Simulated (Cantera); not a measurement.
Input (Python, Cantera):

```python
import numpy as np
import cantera as ct

gas = ct.Solution("gri30.yaml")


def delay(T, t_max=10):
    gas.TPX = T, 36000, {'CH4': 1, 'O2': 2.2, 'N2': 8.26}
    reactor = ct.IdealGasConstPressureReactor(gas, clone=False)
    net = ct.ReactorNet([reactor])
    net.rtol, net.atol = 1e-8, 1e-16
    while net.time < t_max:
        t_old, T_old = net.time, reactor.T
        net.step()
        if reactor.T > T + 400:  # ignition: a rise of 400 K
            return t_old + (T + 400 - T_old) / (reactor.T - T_old) * (net.time - t_old)
    return np.nan


taus = []
for T in [1050, 1125, 1200, 1275, 1350, 1425]:
    taus.append(delay(T))
    print(f"T0 = {T:6g} K   tau = {taus[-1]:.4e} s")
```

Result:

```
T0 =   1050 K   tau = 1.1562e+00 s
T0 =   1125 K   tau = 3.2107e-01 s
T0 =   1200 K   tau = 9.9028e-02 s
T0 =   1275 K   tau = 3.3728e-02 s
T0 =   1350 K   tau = 1.2697e-02 s
T0 =   1425 K   tau = 5.3262e-03 s
```

Computed with Cantera and GRI-Mech 3.0 (53 species, 325 reactions).
